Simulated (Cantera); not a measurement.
A Cantera script and what it prints.

```python
import numpy as np
import cantera as ct

gas_names = [...]  # 87 gases of nasa_gas.yaml made of C, H, Si
cond_names = """
    C(gr) C6H6(L) C7H8(L) C8H18(L),n-octa Si(cr) Si(L) SiC(b)
""".split()


# ... load() reads the species with a 1 bar reference pressure and builds the phases ...
atoms = {
    'Si(CH3)4': {'Si': 1, 'C': 4, 'H': 12},
    'C2H2': {'C': 2, 'H': 2},
    'H2': {'H': 2},
}
top_T = {'C(gr)': 4500, 'SiC(b)': 3050}  # K; cautious upper limits of use, not melting points


# ... equilibrate(T, P, feed) seeds the gas with the atoms and calls Mixture.equilibrate('TP', solver="vcs", rtol=1e-11, max_steps=5000) ...
results = []
feed = {'Si(CH3)4': 1, 'C2H2': 0.028, 'H2': 1.5}  # mol
P = 7200  # Pa
for T in [1800, 1850, 1900, 1950, 2000, 2050, 2100, 2150, 2200, 2250]:
    mix = equilibrate(T, P, feed)
    results.append((T, P, feed, dict(zip(mix.species_names, mix.species_moles))))
    x = sorted(zip(gas.X, gas.species_names), reverse=True)
    print(f"T = {T:g} K  P = {P:g} Pa  gas = {mix.phase_moles(0):.4g} mol")
    print("   x: " + "  ".join(f"{s} {v:.3e}" for v, s in x if v > 0.001))
    print("   condensed (mol): " + ("  ".join(f"{mix.phase(i).name} {mix.phase_moles(i):.4g}"
          for i in range(1, mix.n_phases) if mix.phase_moles(i) > 1e-12) or "none"))
```

Result:

```
T = 1800 K  P = 7200 Pa  gas = 7.533 mol
   x: H2 9.984e-01  H 1.333e-03
   condensed (mol): C(gr) 3.053  SiC(b) 1
T = 1850 K  P = 7200 Pa  gas = 7.535 mol
   x: H2 9.977e-01  H 2.005e-03
   condensed (mol): C(gr) 3.052  SiC(b) 1
T = 1900 K  P = 7200 Pa  gas = 7.539 mol
   x: H2 9.966e-01  H 2.952e-03
   condensed (mol): C(gr) 3.05  SiC(b) 0.9999
T = 1950 K  P = 7200 Pa  gas = 7.544 mol
   x: H2 9.951e-01  H 4.262e-03
   condensed (mol): C(gr) 3.048  SiC(b) 0.9998
T = 2000 K  P = 7200 Pa  gas = 7.551 mol
   x: H2 9.931e-01  H 6.040e-03
   condensed (mol): C(gr) 3.045  SiC(b) 0.9996
T = 2050 K  P = 7200 Pa  gas = 7.56 mol
   x: H2 9.904e-01  H 8.414e-03  C2H2,acetylene 1.052e-03
   condensed (mol): C(gr) 3.041  SiC(b) 0.9992
T = 2100 K  P = 7200 Pa  gas = 7.573 mol
   x: H2 9.868e-01  H 1.153e-02  C2H2,acetylene 1.426e-03
   condensed (mol): C(gr) 3.035  SiC(b) 0.9985
T = 2150 K  P = 7200 Pa  gas = 7.59 mol
   x: H2 9.821e-01  H 1.558e-02  C2H2,acetylene 1.902e-03
   condensed (mol): C(gr) 3.029  SiC(b) 0.997
T = 2200 K  P = 7200 Pa  gas = 7.612 mol
   x: H2 9.760e-01  H 2.074e-02  C2H2,acetylene 2.501e-03
   condensed (mol): C(gr) 3.022  SiC(b) 0.9942
T = 2250 K  P = 7200 Pa  gas = 7.642 mol
   x: H2 9.681e-01  H 2.723e-02  C2H2,acetylene 3.241e-03  Si 1.025e-03
   condensed (mol): C(gr) 3.015  SiC(b) 0.989
```

Equilibrium computed with Cantera from the NASA thermochemical tables; the gas is ideal and each condensed phase is pure. Gases not in the tables: Si2H6 and higher silanes.
